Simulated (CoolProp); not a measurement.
Vapour-liquid equilibrium of R134a (1) + R142b (2) at 9.05 °C; x and y are mole fractions of (1).

The numbers come from the multi-fluid Helmholtz-energy mixture model, Tillner-Roth 1994 and Lemmon 2006; pair parameters Bell 2016 in CoolProp.

```csv
x,bubble pressure (MPa),y at the bubble point,dew pressure at overall composition x (MPa),liquid density (mol/L)
0.05,0.2137,0.104,0.2067,11.49
0.125,0.2329,0.236,0.2166,11.55
0.2,0.2513,0.347,0.2273,11.61
0.275,0.2689,0.440,0.2391,11.67
0.35,0.2856,0.521,0.2519,11.73
0.425,0.3015,0.592,0.2659,11.80
0.5,0.3166,0.656,0.2812,11.86
0.575,0.3310,0.714,0.2976,11.93
0.65,0.3447,0.768,0.3152,12.00
0.725,0.3578,0.819,0.3338,12.08
0.8,0.3704,0.869,0.3530,12.16
0.875,0.3825,0.917,0.3720,12.24
0.95,0.3941,0.967,0.3903,12.33
```

No azeotrope shows between x = 0.05 and 0.95.

Pair parameters are fitted to limited data, so mixtures are less certain than the pure fluids.
